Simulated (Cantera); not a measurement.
Feed: 1 mol MgO, 0.2 mol C, 0.088 mol H2, equilibrated at 0.320 bar.

Method: chemical equilibrium by Gibbs-energy minimisation in Cantera with the NASA 1993 tables (ideal gas, pure condensed phases). Candidate condensed phases: C, C6H6, C7H8, C8H18, H2O, Mg, MgCO3, MgO, Mg(OH)2; 116 gas species. The tables' values for MgH are old estimates; treat these amounts as uncertain. Rates play no part. All values below are at 1900 K.

Base state: CO 0.410, Mg 0.409, H2 0.179, MgH 0.00142, H 0.000594, C2H2 (acetylene) 5.65e-5 (mole fractions); condensed: MgO(s).

Task: What changes in the equilibrium state with this change: pressure from 0.320 bar to 0.360 bar?

Result: 
```
species             before     after
----------------  --------  --------
CO                   0.410     0.382
Mg                   0.409     0.381
H2                   0.179     0.234
CH4                5.26e-6   1.11e-5
C2H2 (acetylene)   5.65e-5   8.95e-5
MgH                0.00142   0.00161
H                 0.000594  0.000640
MgO(s), mol          0.800     0.857
C(graphite), mol         0    0.0571
```
